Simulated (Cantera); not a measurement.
Charge: 1 mol CH₃Cl, 0.011 mol Si, equilibrated at 0.950 bar.

Equilibrium computed with Cantera from the NASA thermochemical tables; the gas is ideal and each condensed phase is pure. Candidate condensed phases: C, C₆H₆, C₇H₈, C₈H₁₈, Si, SiC; 109 gas species. The tables' values for SiCl₃ are old estimates; treat these amounts as uncertain. Equilibrium is a limit: real reactors are often held back by kinetics, nucleation or transport. All values below are at 1277 °C.

Base state: H₂ 0.511, HCl 0.483, SiCl₄ 0.00329, SiCl₃ 0.000982, SiCl₂ 0.000816, CH₄ 0.000504, SiHCl₃ 0.000428, H 2.31e-5 (mole fractions); condensed: C(graphite).

### Question
What changes in the equilibrium state with this change: Si from 0.011 to 1 mol?

### Answer
```tsv
species	before	after
H₂	0.511	0.571
HCl	0.483	0.391
SiCl₄	0.00329	0.0186
SiH₂Cl₂	9.06e-6	9.76e-5
SiCl₂	0.000816	0.00786
SiHCl₃	0.000428	0.00333
SiCl₃	0.000982	0.00724
C(graphite), mol	0.999	0.0710
SiC(s), mol	0	0.928
```
